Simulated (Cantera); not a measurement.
An isothermal, constant-pressure homogeneous reactor starts with NO : N2 = 1 : 0.14 (molar parts), at 1923 K and 760 Torr. Integrator tolerance rtol = 1e-08.

Model: GRI-Mech 3.0 (53 species, 325 reactions), integrated in Cantera.

What does this change do: pressure from 760 Torr to 16.5 Torr?


| quantity | before | after |
|---|---|---|
| x(NO) at 4.00 s | 0.0697 (gas-phase equilibrium 0.00747) | 0.726 (gas-phase equilibrium 0.00746) |
| x(NO2) at 4.00 s | 0.000192 (gas-phase equilibrium 2.13e-5) | 0.000120 (gas-phase equilibrium 3.13e-6) |
| x(O2) at 4.00 s | 0.403 (gas-phase equilibrium 0.435) | 0.0750 (gas-phase equilibrium 0.434) |
| x(N2O) at 4.00 s | 2.26e-6 (gas-phase equilibrium 3.58e-7) | 0.000157 (gas-phase equilibrium 5.27e-8) |
| x(N2) at 4.00 s | 0.526 (gas-phase equilibrium 0.558) | 0.198 (gas-phase equilibrium 0.557) |
Radical loss at walls, strong at low pressure, is not modelled.
